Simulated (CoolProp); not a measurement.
Methanol along the isotherm 620 K: Z from the reference equation and from simpler models built on Tc = 513.4 K, pc = 82.16 bar, ω = 0.565; each cubic takes its own stable root.

Computed with CoolProp (reference Helmholtz-energy equation of state, de Reuck 1993).

```
p (bar)          phase  reference
-------  -------------  ---------
17.1               gas     0.9647
34.2               gas     0.9276
51.3               gas     0.8901
68.5               gas     0.8533
85.6     supercritical     0.8176
103      supercritical     0.7811
120      supercritical     0.7463
137      supercritical     0.7148
154      supercritical     0.6840
171      supercritical     0.6515
188      supercritical     0.6203
205      supercritical     0.5916
```

Q: How far does each simpler model (van der Waals, Redlich-Kwong) lie from the reference over these 12 states: mean and median of the absolute difference, and the worst?

A: 
- van der Waals: mean 8.2 %, median 7.1 %, worst -17.7 % at 620 K and 154 bar
- Redlich-Kwong: mean 5.5 %, median 5.3 %, worst -10.6 % at 620 K and 154 bar
